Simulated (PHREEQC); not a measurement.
Make-up at 60 °C: 0.0052 mol AgF, 0.0022 mol HF and 0.03 mol Na2SO4 per kg of water. Closed to the air; pH follows from the charge balance.

Computed with PHREEQC (ion-association model, wateq4f.dat).

| quantity | before | after |
|---|---|---|
| pH | 3.88 | 4.06 |
| ionic strength (mol/kgw) | 0.0864 | 0.0184 |
| F- (mol/kgw) | 0.00557 | 0.00120 |
| Ag+ (mol/kgw) | 0.00419 | 0.000960 |
| HF (mol/kgw) | 0.00162 | 0.000266 |
| HF2- (mol/kgw) | 4.05e-5 | 1.41e-6 |
| SI of Ag2O (Ag2O) | -9.00 | -9.82 |

**Question.** Name the change that produced these shifts.
(A) Na2SO4 left out
(B) Na2SO4 replaced by H2SO4 at the same molality
(C) temperature from 60 to 30 °C
(D) AgF from 0.0052 to 0.00052 mol/kgw
(E) diluted 5-fold with water

**Answer.** E, diluted 5-fold with water

Precipitation was switched off in this run. Away from 25 °C the constants follow the database's enthalpies or fits; those with neither stay at their 25 °C values.
